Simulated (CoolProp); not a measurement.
A simple Rankine cycle with n-perfluoropentane: condensing at 310.15 K, boiler at 0.784 MPa, turbine inlet 388.9 K, turbine efficiency 0.75, pump efficiency 0.6, no recuperator. Each further row changes one setting.

Model: reference Helmholtz-energy equation of state, Gao 2022, in CoolProp.

| case | thermal efficiency (%) | net work (kJ/kg) | heat in (kJ/kg) | turbine exit temperature (K) | volume ratio over the turbine |
|---|---|---|---|---|---|
| as stated | 8.1 | 12.2 | 151 | 367.0 | 6.76 |
| turbine inlet 408.9 K | 7.8 | 13.2 | 171 | 387.8 | 6.48 |
| condensing temperature 302.15 K | 9.0 | 14.4 | 159 | 364.3 | 9.00 |
| boiler pressure 0.549 MPa | 6.7 | 10.3 | 154 | 372.8 | 4.41 |
| turbine efficiency 0.65 | 7.0 | 10.5 | 151 | 368.9 | 6.80 |
